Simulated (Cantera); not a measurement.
Feed: 1 mol FeS, a varied amount of H2, held at 1600 K and 0.140 bar.

Cantera equilibrium calculation (NASA polynomials, part measured and part estimated; ideal gas, pure solids and liquids). Candidate condensed phases: Fe, FeS, FeS2, S; 8 gas species. Metal and sulfide melt together well below either melting point, which pure phases cannot show. Mutual solubility and eutectic melting of coexisting phases are not modelled. FeS: taken at fixed stoichiometry. Kinetics and transport are ignored.

Problem. At 1.7 mol H2, list the 5 most abundant gas species with their mole fractions, and the condensed phases.

Solution. H2 0.982, H2S 0.0171, SH 0.000470, S2 0.000408, H 0.000144. Condensed: Fe(γ) + FeS(l).
